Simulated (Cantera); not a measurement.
Cantera run:

```python
import numpy as np
import cantera as ct

gas_names = """
    H HO2 H2 H2O H2O2 O OH O2 O3 Ta TaO TaO2
""".split()
cond_names = """
    H2O(s) H2O(L) Ta(cr) Ta(L) Ta2O5(s) Ta2O5(L)
""".split()


# ... load() reads the species with a 1 bar reference pressure and builds the phases ...
atoms = {
    'Ta2O5': {'Ta': 2, 'O': 5},
    'H2': {'H': 2},
    'H2O': {'H': 2, 'O': 1},
}
top_T = {}  # K; cautious upper limits of use, not melting points


# ... equilibrate(T, P, feed) seeds the gas with the atoms and calls Mixture.equilibrate('TP', solver="vcs", rtol=1e-11, max_steps=5000) ...
results = []
feed = {'Ta2O5': 1, 'H2': 1.4, 'H2O': 2.3}  # mol
P = 11  # Pa
for T in [1373, 1423, 1473, 1523, 1573, 1623, 1673, 1723, 1773, 1823, 1873, 1923, 1973, 2023]:
    mix = equilibrate(T, P, feed)
    results.append((T, P, feed, dict(zip(mix.species_names, mix.species_moles))))

top = {s: max(r[3][s] / sum(r[3][g] for g in gas_names) for r in results) for s in gas_names}
cols = sorted((s for s in top if top[s] > 1e-06), key=lambda s: -top[s])[:6]
seen = [c for c in cond_names if any(r[3].get(c, 0) > 1e-12 for r in results)]
print("log10 of partial pressures in bar; condensed amounts in mol")
print(f"{'T/K':>10s}" + "".join(f"{s[:9]:>10s}" for s in cols + seen))
for T, P, feed, n in results:
    ng = sum(n[g] for g in gas_names)
    print(f"{T:10.4g}" + "".join(f"{np.log10(max(n[s] / ng * P / 1e5, 1e-99)):10.3f}" for s in cols)
          + "".join(f"{n.get(c, 0):10.4g}" for c in seen))
```

It prints:

```
log10 of partial pressures in bar; condensed amounts in mol
       T/K       H2O        H2         H        OH         O        O2  Ta2O5(s)
      1373    -4.165    -4.381    -7.668    -9.201   -12.523   -12.625         1
      1423    -4.165    -4.381    -7.368    -8.816   -11.849   -11.957         1
      1473    -4.165    -4.381    -7.089    -8.457   -11.221   -11.334         1
      1523    -4.165    -4.382    -6.827    -8.122   -10.634   -10.751         1
      1573    -4.166    -4.383    -6.582    -7.808   -10.083   -10.204         1
      1623    -4.166    -4.384    -6.352    -7.513    -9.566    -9.690         1
      1673    -4.167    -4.386    -6.136    -7.235    -9.079    -9.205         1
      1723    -4.168    -4.389    -5.933    -6.974    -8.619    -8.747         1
      1773    -4.170    -4.393    -5.743    -6.728    -8.184    -8.314         1
      1823    -4.174    -4.399    -5.563    -6.495    -7.772    -7.902         1
      1873    -4.179    -4.408    -5.394    -6.275    -7.382    -7.511         1
      1923    -4.186    -4.420    -5.236    -6.068    -7.011    -7.139    0.9999
      1973    -4.199    -4.434    -5.087    -5.874    -6.660    -6.788    0.9996
      2023    -4.218    -4.452    -4.948    -5.695    -6.329    -6.461     0.999
```

Cantera equilibrium calculation (NASA polynomials, part measured and part estimated; ideal gas, pure solids and liquids).
